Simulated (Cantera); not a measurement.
A freely propagating, adiabatic, planar premixed flame of H₂ : O₂ : N₂ = 1 : 0.333 : 1.25 (molar parts), unburnt at 300 K and 4.44 atm; mixture-averaged transport, grid criteria slope 0.08 and curve 0.16, no radiation.

Cantera simulation using the H2/O2 subset of GRI-Mech 3.0, which has no nitrogen chemistry; the numbers are that mechanism's predictions, not measurements. The hydrogen kinetics of GRI-Mech 3.0 are dated; newer H2 mechanisms differ, most at raised pressure. Burning velocities carry a grid error of a few per cent, more on coarse grids.

**Question.** How do the results move with these cheaper or finer settings: unity-Lewis-number transport; multicomponent transport; multicomponent+Soret transport; grid criteria slope 0.5, curve 1; grid criteria slope 0.25, curve 0.5; grid criteria slope 0.03, curve 0.06?

**Answer.** 
```tsv
setting	laminar burning velocity	thermal thickness	peak x(HO₂)	peak x(H)	grid points
as above	302 cm/s	0.0484 mm	0.00118	0.0431	116
unity-Lewis-number transport	196 cm/s	0.0521 mm	0.000754	0.0475	111
multicomponent transport	297 cm/s	0.0482 mm	0.00117	0.0430	117
multicomponent+Soret transport	280 cm/s	0.0468 mm	0.00118	0.0416	117
grid criteria slope 0.5, curve 1	298 cm/s	0.0577 mm	0.00111	0.0425	41
grid criteria slope 0.25, curve 0.5	307 cm/s	0.0525 mm	0.00114	0.0436	51
grid criteria slope 0.03, curve 0.06	301 cm/s	0.0473 mm	0.00119	0.0428	256
```
Unity Lewis numbers drop preferential diffusion, which matters most where H2 and H carry the flame; Soret adds thermal diffusion.
